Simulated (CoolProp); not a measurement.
Propylene at 338.42 K and 4.64 MPa flows at 1.5 m/s in a round tube of 50 mm bore and 45 µm roughness, fully developed (64/Re and Nu = 3.66 if laminar; Colebrook and Gnielinski if turbulent). Each further row changes one setting.

Computed with CoolProp (reference Helmholtz-energy equation of state, Lemmon 2013).

```json
[
 {"case": "as stated", "Reynolds number": "485000", "Darcy friction factor": "?", "pressure drop (Pa/m)": "?", "heat-transfer coefficient (W/(m² K))": "3520", "mass flow (kg/h)": "4640"},
 {"case": "velocity 3 m/s", "Reynolds number": "970000", "Darcy friction factor": "0.0195", "pressure drop (Pa/m)": "?", "heat-transfer coefficient (W/(m² K))": "6960", "mass flow (kg/h)": "9280"},
 {"case": "diameter 100 mm", "Reynolds number": "970000", "Darcy friction factor": "0.0169", "pressure drop (Pa/m)": "?", "heat-transfer coefficient (W/(m² K))": "3080", "mass flow (kg/h)": "18600"}
]
```

**Question.** Fill in the missing entries.

**Answer.** 
- as stated, Darcy friction factor: 0.0198
- as stated, pressure drop (Pa/m): 195
- velocity 3 m/s, pressure drop (Pa/m): 767
- diameter 100 mm, pressure drop (Pa/m): 83.1

Viscosity comes from a separate model (Huber 2003), an estimate that may be off by 10 % or more. Thermal conductivity comes from a separate model (Huber 2003), an estimate that may be off by 10 % or more.
